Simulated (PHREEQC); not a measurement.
## Nickel, zinc or cadmium bath (model solution)

Solution (25 °C): 0.23 mol CdCl2 and 0.43 mol NaCl per kg of water. Closed to the air; pH follows from the charge balance.

Equilibrium calculation in PHREEQC: ion-association model, phreeqc.dat.

Each row changes one thing in this solution. This is a speciation only: nothing precipitates in the calculation.

| case | pH | ionic strength (mol/kgw) | Cl- (mol/kgw) |
|---|---|---|---|
| as made | 5.34 | 0.555 | 0.518 |
| diluted 10-fold with water | 5.69 | 0.0745 | 0.0688 |
| NaCl left out | 5.24 | 0.222 | … |
| NaCl replaced by MgCl2 at the same molality | 5.42 | 1.37 | 0.885 |
| CdCl2 from 0.23 to 0.023 mol/kgw | 5.82 | 0.444 | 0.441 |
| CdCl2 from 0.23 to 0.253 mol/kgw | 5.33 | … | 0.525 |
| CdCl2 replaced by BaCl2 at the same molality | 6.92 | 1.12 | 0.890 |
| NaCl from 0.43 to 0.215 mol/kgw | 5.29 | 0.378 | 0.347 |

Problem. What belongs in the gaps?

Solution. 
- NaCl left out, Cl- (mol/kgw): 0.189
- CdCl2 from 0.23 to 0.253 mol/kgw, ionic strength (mol/kgw): 0.567

The ionic strength passes 0.7 mol/kgw, the rough limit of the ion-association models, in NaCl replaced by MgCl2 at the same molality; CdCl2 replaced by BaCl2 at the same molality.
